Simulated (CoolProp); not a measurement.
Vapour-liquid equilibrium of methanol (1) + ethanol (2) at 102.35 °C; x and y are mole fractions of (1).

Values from CoolProp's multi-fluid Helmholtz-energy mixture model, de Reuck 1993 and Schroeder 2014; pair parameters Bell 2016.

```json
[
 {"x": "0.05", "bubble pressure (MPa)": "0.2499", "y at the bubble point": "0.075", "dew pressure at overall composition x (MPa)": "0.2475", "liquid density (mol/L)": "15.69"},
 {"x": "0.125", "bubble pressure (MPa)": "0.2601", "y at the bubble point": "0.178", "dew pressure at overall composition x (MPa)": "0.2548", "liquid density (mol/L)": "16.08"},
 {"x": "0.2", "bubble pressure (MPa)": "0.2699", "y at the bubble point": "0.273", "dew pressure at overall composition x (MPa)": "0.2623", "liquid density (mol/L)": "16.48"},
 {"x": "0.275", "bubble pressure (MPa)": "0.2796", "y at the bubble point": "0.361", "dew pressure at overall composition x (MPa)": "0.2702", "liquid density (mol/L)": "16.90"},
 {"x": "0.35", "bubble pressure (MPa)": "0.2892", "y at the bubble point": "0.443", "dew pressure at overall composition x (MPa)": "0.2784", "liquid density (mol/L)": "17.34"},
 {"x": "0.425", "bubble pressure (MPa)": "0.2988", "y at the bubble point": "0.522", "dew pressure at overall composition x (MPa)": "0.2870", "liquid density (mol/L)": "17.80"},
 {"x": "0.5", "bubble pressure (MPa)": "0.3085", "y at the bubble point": "0.596", "dew pressure at overall composition x (MPa)": "0.2961", "liquid density (mol/L)": "18.27"},
 {"x": "0.575", "bubble pressure (MPa)": "0.3185", "y at the bubble point": "0.667", "dew pressure at overall composition x (MPa)": "0.3057", "liquid density (mol/L)": "18.78"},
 {"x": "0.65", "bubble pressure (MPa)": "0.3287", "y at the bubble point": "0.735", "dew pressure at overall composition x (MPa)": "0.3160", "liquid density (mol/L)": "19.30"},
 {"x": "0.725", "bubble pressure (MPa)": "0.3393", "y at the bubble point": "0.799", "dew pressure at overall composition x (MPa)": "0.3272", "liquid density (mol/L)": "19.85"},
 {"x": "0.8", "bubble pressure (MPa)": "0.3501", "y at the bubble point": "0.859", "dew pressure at overall composition x (MPa)": "0.3395", "liquid density (mol/L)": "20.43"},
 {"x": "0.875", "bubble pressure (MPa)": "0.3613", "y at the bubble point": "0.915", "dew pressure at overall composition x (MPa)": "0.3532", "liquid density (mol/L)": "21.03"},
 {"x": "0.95", "bubble pressure (MPa)": "0.3729", "y at the bubble point": "0.968", "dew pressure at overall composition x (MPa)": "0.3689", "liquid density (mol/L)": "21.66"}
]
```

No azeotrope shows between x = 0.05 and 0.95.

Pair parameters are fitted to limited data, so mixtures are less certain than the pure fluids.
